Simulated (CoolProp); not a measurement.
A simple Rankine cycle with R1233zd(E): condensing at 303.15 K, boiler at 1.16 MPa, turbine inlet 379.9 K, turbine efficiency 0.9, pump efficiency 0.7, no recuperator. Each further row changes one setting.

Values from CoolProp's reference Helmholtz-energy equation of state, Akasaka 2022.

```
case                             thermal efficiency (%)  net work (kJ/kg)  heat in (kJ/kg)  turbine exit temperature (K)  volume ratio over the turbine
-------------------------------  ----------------------  ----------------  ---------------  ----------------------------  -----------------------------
as stated                                          14.4              34.0              236                         320.2                           7.81
turbine inlet 399.9 K                              14.4              37.1              258                         341.5                           7.52
condensing temperature 295.15 K                    15.8              38.8              246                         313.4                           10.2
boiler pressure 0.812 MPa                          12.3              29.9              244                         333.7                           5.18
turbine efficiency 0.8                             12.7              30.1              236                         324.8                           7.94
```
